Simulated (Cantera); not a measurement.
Input: 1 mol Si3N4, 63 mol HCl, held at 2000 K and 10.0 Torr.

These are equilibrium values from Cantera (NASA tables, ideal gas, pure condensed phases), not measurements of a reactor. Candidate condensed phases: NH4Cl, Si, Si3N4; 28 gas species. The tables' values for SiCl3, SiCl are old estimates; treat these amounts as uncertain. The numbers say what is thermodynamically allowed, not how fast it happens.

Base state: HCl 0.823, H2 0.0630, SiCl2 0.0413, Cl 0.0344, N2 0.0303, SiCl3 0.00360, H 0.00353, SiCl4 0.000360 (mole fractions); condensed: gas only.

Q: What changes in the equilibrium state with this change: pressure from 10.0 Torr to 1.00 Torr?

A: 
```tsv
species	before	after
HCl	0.823	0.746
Cl	0.0344	0.0868
H2	0.0630	0.0812
H	0.00353	0.0127
N2	0.0303	0.0292
SiCl2	0.0413	0.0426
Si	5.24e-6	8.48e-5
SiCl4	0.000360	2.36e-5
SiHCl3	1.07e-5	1.00e-6
SiCl	5.90e-5	0.000241
```
